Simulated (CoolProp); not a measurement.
Vapour-liquid equilibrium of ethylene (1) + ethane (2) at -49.25 °C; x and y are mole fractions of (1).

The numbers come from the multi-fluid Helmholtz-energy mixture model, Smukala 2000 and Bücker 2006; pair parameters Bell 2016 in CoolProp.

```tsv
x	bubble pressure, mixture model (MPa)	bubble pressure, Raoult's law (MPa)	y, mixture model	y, Raoult's law
0.05	0.5986	0.5929	0.093	0.092
0.2	0.6851	0.6711	0.315	0.324
0.35	0.7633	0.7493	0.485	0.508
0.5	0.8377	0.8275	0.627	0.658
0.65	0.9111	0.9057	0.753	0.781
0.8	0.9856	0.9839	0.866	0.885
0.95	1.062	1.062	0.968	0.973
```

The largest gap from Raoult's law is +2.1 % in bubble pressure, at x = 0.2. No azeotrope shows between x = 0.05 and 0.95.

Pair parameters are fitted to limited data, so mixtures are less certain than the pure fluids.
